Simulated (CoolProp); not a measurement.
Properties of fluorine along the isobar 1.01 bar.

Values from CoolProp's reference Helmholtz-energy equation of state, de Reuck 1990.

| T (°C) | phase | cp (kJ/(kg K)) | Joule-Thomson coefficient (K/MPa) | isothermal compressibility (1/MPa) |
|---|---|---|---|---|
| -142.05 | gas | 0.7802 | 9.906 | 9.987 |
| -130.05 | gas | 0.7780 | 8.220 | 9.966 |
| -117.95 | gas | 0.7774 | 6.929 | 9.951 |
| -105.85 | gas | 0.7780 | 5.927 | 9.940 |
| -93.85 | gas | 0.7796 | 5.141 | 9.932 |
| -81.75 | gas | 0.7821 | 4.503 | 9.926 |
| -69.65 | gas | 0.7854 | 3.981 | 9.921 |
| -57.65 | gas | 0.7893 | 3.553 | 9.918 |
| -45.55 | gas | 0.7937 | 3.192 | 9.915 |
| -33.45 | gas | 0.7985 | 2.885 | 9.912 |
| -21.45 | gas | 0.8036 | 2.626 | 9.910 |
| -9.35 | gas | 0.8089 | 2.399 | 9.909 |
| 2.75 | gas | 0.8144 | 2.203 | 9.907 |
| 14.75 | gas | 0.8200 | 2.032 | 9.906 |
| 26.85 | gas | 0.8256 | 1.880 | 9.905 |
